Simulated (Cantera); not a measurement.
Gas mixture: C2H6 = 0.64 (molar parts), at 100000 Pa, frozen composition.

Cantera's kinetic-theory transport with the Lennard-Jones parameters of GRI-Mech 3.0, ideal gas; thermal conductivity in the mixture-averaged form. The composition is frozen, though it would react at the higher temperatures.

D: mixture-averaged diffusion coefficient of that species in the mixture.

| T (K) | ρ (kg/m³) | cp (J/kg/K) | μ (µPa s) | λ (mW/m/K) | Pr | D (cm²/s) OH | D (cm²/s) C2H2 | D (cm²/s) CO2 |
|---|---|---|---|---|---|---|---|---|
| 400 | 0.904 | 2167 | 12.3 | 35.6 | 0.750 | 0.380 | 0.202 | 0.188 |
| 650 | 0.556 | ? | ? | ? | 0.752 | ? | ? | ? |
| 900 | 0.402 | ? | ? | ? | 0.748 | ? | ? | ? |
| 1150 | 0.314 | 4365 | 28.4 | 165 | 0.751 | 2.33 | 1.32 | 1.25 |
| 1400 | 0.258 | 4736 | 32.6 | 206 | 0.749 | 3.24 | 1.85 | 1.75 |
| 1650 | 0.219 | 5004 | 36.4 | 244 | 0.747 | 4.25 | 2.44 | 2.30 |
| 1900 | 0.190 | 5196 | 40.0 | 279 | 0.745 | 5.38 | 3.09 | 2.92 |

Task: What belongs in the gaps?

Result: 
- 650, cp (J/kg/K): 3147
- 650, μ (µPa s): 18.6
- 650, λ (mW/m/K): 77.9
- 650, D (cm²/s) OH: 0.887
- 650, D (cm²/s) C2H2: 0.490
- 650, D (cm²/s) CO2: 0.460
- 900, cp (J/kg/K): 3837
- 900, μ (µPa s): 23.8
- 900, λ (mW/m/K): 122
- 900, D (cm²/s) OH: 1.54
- 900, D (cm²/s) C2H2: 0.868
- 900, D (cm²/s) CO2: 0.817
